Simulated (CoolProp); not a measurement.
Vapour-liquid equilibrium of R22 (1) + R11 (2) at 0.0248 MPa; x and y are mole fractions of (1).

The numbers come from the multi-fluid Helmholtz-energy mixture model, Kamei 1995 and Jacobsen 1992; pair parameters Bell 2016 in CoolProp.

Q: Give the bubble temperature and the first vapour's composition at x = 0.15, 0.45, 0.55. Is there an azeotrope?

A: x = 0.15: 229.0 K, y = 0.862; x = 0.45: 215.2 K, y = 0.960; x = 0.55: 213.2 K, y = 0.970. No azeotrope shows between x = 0.05 and 0.95.

The pair parameters rest on a limited set of measurements; away from them the model extrapolates.
